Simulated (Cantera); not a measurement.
**Low-pressure radical oxidation in H2/O2**

An isothermal, constant-pressure homogeneous reactor starts with H2 : O2 : H2O = 0.076 : 1 : 0.01 (molar parts), equivalence ratio 0.038, at 1350 K and 0.0267 bar.

Model: the H2/O2 subset of GRI-Mech 3.0, which has no nitrogen chemistry, integrated in Cantera. Radical loss at walls, strong at low pressure, is not modelled. The temperature is held fixed by assumption; the heat of reaction is taken as removed at once.

```json
[
 {"t (s)": "3.00e-5", "x H2": "0.0700", "x O2": "0.921", "x H2O": "0.00921", "x H2O2": "2.46e-11", "x H": "2.93e-8"},
 {"t (s)": "0.000102", "x H2": "0.0700", "x O2": "0.921", "x H2O": "0.00921", "x H2O2": "2.75e-10", "x H": "2.53e-7"},
 {"t (s)": "0.000344", "x H2": "0.0693", "x O2": "0.920", "x H2O": "0.00966", "x H2O2": "4.23e-9", "x H": "0.000162"},
 {"t (s)": "0.00116", "x H2": "0.00174", "x O2": "0.868", "x H2O": "0.0685", "x H2O2": "1.94e-7", "x H": "0.0109"},
 {"t (s)": "0.00393", "x H2": "0.00139", "x O2": "0.879", "x H2O": "0.0715", "x H2O2": "1.91e-7", "x H": "0.00760"},
 {"t (s)": "0.0133", "x H2": "0.000705", "x O2": "0.899", "x H2O": "0.0767", "x H2O2": "1.68e-7", "x H": "0.00260"},
 {"t (s)": "0.0451", "x H2": "0.000153", "x O2": "0.913", "x H2O": "0.0805", "x H2O2": "9.72e-8", "x H": "0.000252"},
 {"t (s)": "0.152", "x H2": "1.90e-5", "x O2": "0.917", "x H2O": "0.0816", "x H2O2": "3.44e-8", "x H": "1.11e-5"},
 {"t (s)": "0.516", "x H2": "2.56e-6", "x O2": "0.918", "x H2O": "0.0819", "x H2O2": "9.84e-9", "x H": "5.49e-7"},
 {"t (s)": "1.75", "x H2": "4.64e-7", "x O2": "0.918", "x H2O": "0.0820", "x H2O2": "2.83e-9", "x H": "4.28e-8"},
 {"t (s)": "5.91", "x H2": "1.38e-7", "x O2": "0.918", "x H2O": "0.0820", "x H2O2": "1.18e-9", "x H": "7.00e-9"},
 {"t (s)": "20.0", "x H2": "1.08e-7", "x O2": "0.918", "x H2O": "0.0820", "x H2O2": "1.02e-9", "x H": "4.83e-9"}
]
```
x: mole fraction; the columns are a selection and need not sum to one.

Equilibrium at this temperature and pressure: H2 1.08e-7, O2 0.918, H2O 0.0820, H2O2 1.02e-9, H 4.82e-9 (gas phase only).
